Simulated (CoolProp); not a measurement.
Carbon monoxide at several states: density (kg/m³) from the reference equation and from simpler models built on Tc = -140.3 °C, pc = 34.98 bar, ω = 0.050; each cubic takes its own stable root.

The numbers come from the reference Helmholtz-energy equation of state, Lemmon 2006 in CoolProp. It is a short technical equation, of lower accuracy than the large ones.

```tsv
T (°C)	p (bar)	phase	reference	ideal gas	Soave-Redlich-Kwong
-101.15	191	supercritical	(withheld)	374.1	(withheld)
-41.65	1.44	gas	2.100	2.096	2.099
53.85	17	gas	17.54	17.51	17.48
76.75	23	gas	22.11	22.14	22.03
-90.05	121	supercritical	309.8	222.6	(withheld)
```

Question: Complete the blanks.

Answer: 
- -101.15, reference: 474.4
- -101.15, Soave-Redlich-Kwong: 461.2
- -90.05, Soave-Redlich-Kwong: 296.0
